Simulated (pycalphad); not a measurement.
## Phase fractions of Al-0.2342Mg-0.8431Si (wt.%)

All values are pycalphad results on the COST 507 light-alloy database (1999) (1 atm), not direct measurements. These are 1990s assessments: newer ones move some temperatures and phases. Phase fractions are per mole of atoms. Diffusion is slow at the low end, where real alloys seldom reach equilibrium.

```json
[
 {"T (°C)": "677", "liquid": "1.000", "fcc": "-", "diamond (Si)": "-", "MG2SI": "-"},
 {"T (°C)": "627", "liquid": "0.074", "fcc": "0.926", "diamond (Si)": "-", "MG2SI": "-"},
 {"T (°C)": "577", "liquid": "-", "fcc": "1.000", "diamond (Si)": "-", "MG2SI": "-"},
 {"T (°C)": "527", "liquid": "-", "fcc": "1.000", "diamond (Si)": "-", "MG2SI": "-"},
 {"T (°C)": "477", "liquid": "-", "fcc": "0.998", "diamond (Si)": "0.002", "MG2SI": "-"},
 {"T (°C)": "427", "liquid": "-", "fcc": "0.995", "diamond (Si)": "0.004", "MG2SI": "0.001"},
 {"T (°C)": "377", "liquid": "-", "fcc": "0.992", "diamond (Si)": "0.006", "MG2SI": "0.002"},
 {"T (°C)": "327", "liquid": "-", "fcc": "0.991", "diamond (Si)": "0.006", "MG2SI": "0.003"},
 {"T (°C)": "277", "liquid": "-", "fcc": "0.990", "diamond (Si)": "0.007", "MG2SI": "0.003"},
 {"T (°C)": "227", "liquid": "-", "fcc": "0.990", "diamond (Si)": "0.007", "MG2SI": "0.004"},
 {"T (°C)": "177", "liquid": "-", "fcc": "0.989", "diamond (Si)": "0.007", "MG2SI": "0.004"},
 {"T (°C)": "127", "liquid": "-", "fcc": "0.989", "diamond (Si)": "0.007", "MG2SI": "0.004"},
 {"T (°C)": "77", "liquid": "-", "fcc": "0.989", "diamond (Si)": "0.007", "MG2SI": "0.004"}
]
```

Database names, with the compositions (at.%) that they take in these runs: MG2SI: Mg 67 Si 33.
